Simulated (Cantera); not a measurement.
Charge: 1 mol MgO, 1.4 mol H2S, 0.19 mol CO2, held at 1375 K and 1000 Pa.

Cantera equilibrium calculation (NASA polynomials, part measured and part estimated; ideal gas, pure solids and liquids). Candidate condensed phases: C, C6H6, C7H8, C8H18, H2O, H2SO4, Mg, MgCO3, MgO, Mg(OH)2, MgS, MgSO4, S; 130 gas species. Rates play no part.

What is the equilibrium state?


- x(H2) = 0.425
- x(S2) = 0.252
- x(H2S) = 0.150
- x(H2O) = 0.0813
- x(CO) = 0.0808
- x(CO2) = 0.00748
- x(SH) = 0.00308
- x(COS) = 0.000928
- x(SO2) = 0.000143
- n(MgO(s)) = 1.00 mol
- gas amount = 2.130 mol
- log10 activity of S(l) (absent) = -2.37
- log10 activity of C(graphite) (absent) = -4.71
- log10 activity of Mg(l) (absent) = -9.86
